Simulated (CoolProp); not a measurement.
The numbers come from the reference Helmholtz-energy equation of state, de Reuck 1990 in CoolProp.

### Question
Give the vapour pressure (kPa), vapour Z, surface tension (mN/m) of saturated fluorine at 104.7, 107.6, 116.1 K.

### Answer
| T (K) | p (kPa) | vapour Z | surface tension (mN/m) |
|---|---|---|---|
| 104.7 | 614 | 0.884 | 8.26 |
| 107.6 | 755 | 0.867 | 7.53 |
| 116.1 | 1300 | 0.809 | 5.47 |

Surface tension comes from a separate correlation (Mulero 2012).
